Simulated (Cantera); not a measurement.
## Si + F2 + H2 (silicon etching in halogen gases)

Feed: 1 mol Si, a varied amount of F2, 8.1 mol H2, at 925 K and 0.100 bar.

Cantera equilibrium calculation (NASA polynomials, part measured and part estimated; ideal gas, pure solids and liquids). Candidate condensed phases: Si; 25 gas species. The tables' values for SiF3 are old estimates; treat these amounts as uncertain. The numbers say what is thermodynamically allowed, not how fast it happens.

From 0.52 mol F2 to 1.9 mol F2 the condensed part is Si(s). From 2.3 mol F2 to 3.3 mol F2 nothing is condensed. The main Si-bearing gas is SiF4 throughout.

```csv
n(F2) (mol),x H2,x HF,x SiF4,x SiHF3,x SiH2F2,n Si(s)
0.52,0.968,4.33e-6,0.0283,0.00361,0.000253,0.731
0.62,0.962,4.51e-6,0.0337,0.00410,0.000274,0.680
0.75,0.954,4.71e-6,0.0406,0.00470,0.000299,0.614
0.9,0.946,4.90e-6,0.0485,0.00534,0.000324,0.537
1.1,0.935,5.11e-6,0.0589,0.00614,0.000353,0.435
1.3,0.924,5.29e-6,0.0690,0.00688,0.000377,0.333
1.6,0.908,5.50e-6,0.0839,0.00790,0.000409,0.181
1.9,0.892,5.68e-6,0.0983,0.00882,0.000435,0.0280
2.3,0.830,0.0638,0.106,7.89e-7,3.22e-12,0
2.8,0.737,0.162,0.101,2.63e-7,<1e-12,0
3.3,0.654,0.250,0.0962,1.43e-7,<1e-12,0
```
x: gas mole fraction; n: condensed amount in mol.
